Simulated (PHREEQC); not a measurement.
NaOH is added in steps, without added water, to 1 kg of water holding 0.0064 mol/kgw HCl, 0.00037 mol/kgw FeCl3 and 0.00038 mol/kgw KCl, at 20 °C. O2 is buffered at 0.21 atm. The system is closed to CO2. Precipitation was switched off in this run.

Base run: PHREEQC, ion-association model, wateq4f.dat. Each further column changes one thing. The table gives Fe(OH)3 (mol/kgw).

```json
[
 {"NaOH added (mol)": "0", "base": "6.33e-11", "Debye-Hückel limiting law": "5.84e-11", "Davies equation for every ion": "6.14e-11", "metal-ligand complexes left out": "6.81e-11", "all activity coefficients set to 1": "8.98e-11"},
 {"NaOH added (mol)": "0.0019", "base": "1.52e-10", "Debye-Hückel limiting law": "1.42e-10", "Davies equation for every ion": "1.49e-10", "metal-ligand complexes left out": "1.62e-10", "all activity coefficients set to 1": "2.11e-10"},
 {"NaOH added (mol)": "0.0038", "base": "5.32e-10", "Debye-Hückel limiting law": "5.06e-10", "Davies equation for every ion": "5.25e-10", "metal-ligand complexes left out": "5.54e-10", "all activity coefficients set to 1": "7.05e-10"},
 {"NaOH added (mol)": "0.00475", "base": "1.31e-9", "Debye-Hückel limiting law": "1.27e-9", "Davies equation for every ion": "1.31e-9", "metal-ligand complexes left out": "1.35e-9", "all activity coefficients set to 1": "1.68e-9"},
 {"NaOH added (mol)": "0.00665", "base": "6.18e-8", "Debye-Hückel limiting law": "6.25e-8", "Davies equation for every ion": "6.26e-8", "metal-ligand complexes left out": "6.15e-8", "all activity coefficients set to 1": "6.39e-8"},
 {"NaOH added (mol)": "0.00855", "base": "4.95e-6", "Debye-Hückel limiting law": "4.94e-6", "Davies equation for every ion": "4.93e-6", "metal-ligand complexes left out": "4.95e-6", "all activity coefficients set to 1": "4.94e-6"},
 {"NaOH added (mol)": "0.01045", "base": "1.31e-6", "Debye-Hückel limiting law": "1.31e-6", "Davies equation for every ion": "1.31e-6", "metal-ligand complexes left out": "1.31e-6", "all activity coefficients set to 1": "1.31e-6"},
 {"NaOH added (mol)": "0.01235", "base": "7.57e-7", "Debye-Hückel limiting law": "7.54e-7", "Davies equation for every ion": "7.52e-7", "metal-ligand complexes left out": "7.57e-7", "all activity coefficients set to 1": "7.54e-7"},
 {"NaOH added (mol)": "0.01425", "base": "5.32e-7", "Debye-Hückel limiting law": "5.30e-7", "Davies equation for every ion": "5.28e-7", "metal-ligand complexes left out": "5.32e-7", "all activity coefficients set to 1": "5.30e-7"},
 {"NaOH added (mol)": "0.0152", "base": "4.63e-7", "Debye-Hückel limiting law": "4.61e-7", "Davies equation for every ion": "4.59e-7", "metal-ligand complexes left out": "4.63e-7", "all activity coefficients set to 1": "4.61e-7"},
 {"NaOH added (mol)": "0.0171", "base": "3.68e-7", "Debye-Hückel limiting law": "3.66e-7", "Davies equation for every ion": "3.65e-7", "metal-ligand complexes left out": "3.68e-7", "all activity coefficients set to 1": "3.66e-7"},
 {"NaOH added (mol)": "0.019", "base": "3.05e-7", "Debye-Hückel limiting law": "3.04e-7", "Davies equation for every ion": "3.02e-7", "metal-ligand complexes left out": "3.05e-7", "all activity coefficients set to 1": "3.04e-7"}
]
```

In at least one series the solution becomes supersaturated in solids that the run did not let form, among them Fe(OH)3(a).
